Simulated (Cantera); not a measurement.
Cantera run:

```python
import numpy as np
import cantera as ct

gas_names = """
    O2 CO TaO2 TiO
""".split()
cond_names = """
    C(gr) Ta(cr) Ta(L) Ti(a) Ti(b) Ti(L)
""".split()


# ... load() reads the species with a 1 bar reference pressure and builds the phases ...
species = {s.name: s for s in load("nasa_gas.yaml", gas_names) + load("nasa_condensed.yaml", cond_names)}
# Each term lists the table entries of one substance; the one whose range holds T is used.
reactions = {
    '2 C + O2(g) = 2 CO(g)':
        [(-2, ['C(gr)']), (-1, ['O2']), (2, ['CO'])],
    'Ta + O2(g) = TaO2(g)':
        [(-1, ['Ta(cr)', 'Ta(L)']), (-1, ['O2']), (1, ['TaO2'])],
    '2 Ti + O2(g) = 2 TiO(g)':
        [(-2, ['Ti(a)', 'Ti(b)', 'Ti(L)']), (-1, ['O2']), (2, ['TiO'])],
}


def pick(names, T):
    return next(species[n] for n in names if species[n].thermo.min_temp <= T <= species[n].thermo.max_temp)


results = []
for label, terms in reactions.items():
    print(label)
    print("     T/K   dH/kJ  dS/(J/K)   dG/kJ   log10 K")
    for T in [423, 623, 823, 1023, 1223, 1423, 1623, 1823, 2023, 2223, 2423]:
        used = [(nu, pick(names, T)) for nu, names in terms]
        dH = sum(nu * s.thermo.h(T) for nu, s in used) / 1e6
        dS = sum(nu * s.thermo.s(T) for nu, s in used) / 1e3
        dG = dH - T * dS / 1e3
        logK = -dG * 1e6 / (ct.gas_constant * T * np.log(10))
        results.append((label, T, dH, dS, dG, logK, [s.name for _, s in used]))
        print(f"{T:8g} {dH:8.1f} {dS:8.1f} {dG:8.1f} {logK:8.2f}")
```

Result:

```
2 C + O2(g) = 2 CO(g)
     T/K   dH/kJ  dS/(J/K)   dG/kJ   log10 K
     423   -220.1    181.4   -296.9    36.66
     623   -220.4    181.0   -333.2    27.93
     823   -222.1    178.7   -369.1    23.43
    1023   -224.2    176.3   -404.6    20.66
    1223   -226.7    174.1   -439.7    18.78
    1423   -229.4    172.1   -474.3    17.41
    1623   -232.2    170.3   -508.5    16.37
    1823   -235.1    168.6   -542.4    15.54
    2023   -238.2    167.0   -576.0    14.87
    2223   -241.4    165.4   -609.2    14.31
    2423   -244.7    164.0   -642.1    13.84
Ta + O2(g) = TaO2(g)
     T/K   dH/kJ  dS/(J/K)   dG/kJ   log10 K
     423   -202.0     30.4   -214.8    26.53
     623   -203.4     27.7   -220.6    18.50
     823   -204.7     25.9   -226.0    14.34
    1023   -206.1     24.3   -231.0    11.79
    1223   -207.6     23.0   -235.7    10.07
    1423   -209.2     21.8   -240.2     8.82
    1623   -211.0     20.6   -244.4     7.87
    1823   -213.0     19.5   -248.4     7.12
    2023   -215.1     18.3   -252.2     6.51
    2223   -217.5     17.2   -255.8     6.01
    2423   -220.2     16.1   -259.1     5.59
2 Ti + O2(g) = 2 TiO(g)
     T/K   dH/kJ  dS/(J/K)   dG/kJ   log10 K
     423    106.9    195.1     24.4    -3.01
     623    103.7    189.0    -14.0     1.17
     823    100.1    183.9    -51.3     3.25
    1023     95.5    179.0    -87.6     4.47
    1223     81.9    167.0   -122.3     5.22
    1423     77.9    164.0   -155.4     5.71
    1623     72.6    160.5   -187.9     6.05
    1823     66.0    156.6   -219.6     6.29
    2023     27.8    137.0   -249.3     6.44
    2223     17.0    131.9   -276.2     6.49
    2423      6.1    127.2   -302.1     6.51
```

Source: NASA polynomial tables (part measured, part estimated), evaluated in Cantera. Condensed species are held in their standard states even where they would react or evaporate.
